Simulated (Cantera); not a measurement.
Charge: 1 mol C2H5OH, 0.036 mol H2O, a varied amount of H2, held at 775 °C and 101000 Pa.

Cantera equilibrium calculation (NASA polynomials, part measured and part estimated; ideal gas, pure solids and liquids). Candidate condensed phases: C, C6H6, C7H8, C8H18, H2O; 110 gas species. Kinetics and transport are ignored.

Problem. At 26 mol H2, list the 4 most abundant gas species with their mole fractions, and the condensed phases.

Solution. H2 0.924, CH4 0.0402, CO 0.0292, H2O 0.00641. Condensed: gas only.
